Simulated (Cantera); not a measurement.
Input (Python, Cantera):

```python
import numpy as np
import cantera as ct

gas = ct.Solution("gri30.yaml")
gas.TPX = 2125, 1600, {'NO': 1, 'N2': 0.11}
inlet = ct.Reservoir(gas, clone=True)

reactor = ct.IdealGasConstPressureReactor(gas, energy="off", clone=False)
exhaust = ct.Reservoir(gas, clone=True)
tau = [4.1, 0.97, 0.23, 0.054, 0.013, 0.003, 0.0007][0]
for a, b in ((inlet, reactor), (reactor, exhaust)):
    ct.MassFlowController(a, b, mdot=lambda t: reactor.mass / tau)
net = ct.ReactorNet([reactor])
show = ['NO', 'O', 'N2O', 'N2', 'O2', 'NO2']

rows = []
print(f"{'tau/s':>10s}{'T/K':>9s}" + "".join(f"{s:>11s}" for s in show))
for tau in [4.1, 0.97, 0.23, 0.054, 0.013, 0.003, 0.0007]:
    net.initial_time = 0.0
    net.advance(30 * tau)
    before = gas.X
    net.advance(40 * tau)
    drift = np.max(np.abs(gas.X - before) / (gas.X + 1e-9))
    rows.append([gas.T, *gas[show].X, drift])
    print(f"{tau:10.3e}{gas.T:9.1f}" + "".join(f"{x:11.3e}" for x in gas[show].X))
```

Output:

```
     tau/s      T/K         NO          O        N2O         N2         O2        NO2
 4.100e+00   2125.0  2.780e-01  7.308e-03  1.421e-05  4.085e-01  3.061e-01  5.982e-05
 9.700e-01   2125.0  6.200e-01  5.153e-03  8.652e-05  2.380e-01  1.366e-01  8.677e-05
 2.300e-01   2125.0  8.409e-01  2.894e-03  2.051e-04  1.282e-01  2.781e-02  5.227e-05
 5.400e-02   2125.0  8.905e-01  1.597e-03  2.512e-04  1.037e-01  3.973e-03  2.638e-05
 1.300e-02   2125.0  8.992e-01  5.921e-04  2.013e-04  9.962e-02  3.355e-04  1.119e-05
 3.000e-03   2125.0  9.006e-01  1.248e-04  8.392e-05  9.913e-02  1.493e-05  2.066e-06
 7.000e-04   2125.0  9.008e-01  2.601e-05  2.339e-05  9.910e-02  7.052e-07  2.044e-07
```

Detailed kinetics in Cantera: GRI-Mech 3.0 (53 species, 325 reactions). Radical loss at walls, strong at low pressure, is not modelled.
